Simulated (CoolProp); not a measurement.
Vapour-liquid equilibrium of propylene (1) + acetone (2) at 1.56 bar; x and y are mole fractions of (1).

Computed with CoolProp (multi-fluid Helmholtz-energy mixture model, Lemmon 2013 and Lemmon 2006; pair parameters Bell 2016).

```
x     bubble temperature (°C)  y at the bubble point  dew temperature at overall composition x (°C)  liquid density (mol/L)
----  -----------------------  ---------------------  ---------------------------------------------  ----------------------
0.05                     27.2                  0.785                                           67.6                       ?
0.15                    -11.3                  0.970                                           64.0                   14.12
0.25                    -24.2                      ?                                           60.2                   14.33
0.35                    -29.6                  0.992                                           56.0                   14.39
0.45                    -31.8                  0.993                                           51.2                   14.38
0.55                    -32.7                  0.994                                           45.7                   14.34
0.65                    -33.2                  0.994                                              ?                       ?
0.75                    -33.8                  0.995                                           30.8                   14.24
0.85                    -34.8                  0.996                                           19.2                   14.20
0.95                    -36.5                      ?                                           -2.5                   14.19
```

Task: What belongs in the gaps?

Result: 
- 0.05, liquid density (mol/L): 13.43
- 0.25, y at the bubble point: 0.987
- 0.65, dew temperature at overall composition x (°C): 39.1
- 0.65, liquid density (mol/L): 14.29
- 0.95, y at the bubble point: 0.998

No azeotrope shows between x = 0.05 and 0.95.

The pair parameters rest on a limited set of measurements; away from them the model extrapolates. With so large a gap from Raoult's law the liquid may split in two, which this calculation doesn't test in full.
